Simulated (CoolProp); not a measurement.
Properties of n-perfluorohexane along the isotherm 176.85 °C.

The numbers come from the reference Helmholtz-energy equation of state, Gao 2022 in CoolProp.

```tsv
p (MPa)	phase	density (kg/m³)	isothermal compressibility (1/MPa)	fugacity coefficient
0.109	gas	10.07	9.383	0.9785
0.218	gas	20.61	4.808	…
0.327	gas	31.70	3.293	…
0.435	gas	…	2.549	…
0.544	gas	55.69	2.107	0.8938
0.653	gas	68.91	1.822	0.8728
0.762	gas	83.11	1.628	0.8519
0.871	gas	98.48	1.494	0.8310
```

### Question
Some entries are withheld; supply them.

### Answer

- 0.218, fugacity coefficient: 0.9571
- 0.327, fugacity coefficient: 0.9358
- 0.435, density (kg/m³): 43.29
- 0.435, fugacity coefficient: 0.9149
